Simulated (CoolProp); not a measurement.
Model: reference Helmholtz-energy equation of state, Leachman 2009, in CoolProp.

**Question.** For normal hydrogen, give the phase and the cp (kJ/(kg K)), conductivity (mW/(m K)) at -204.25 °C and 0.0903 bar.

**Answer.** 
- -204.25 °C and 0.0903 bar: gas; cp 10.5, conductivity 49.0

Thermal conductivity comes from a separate model (Assael 2011).
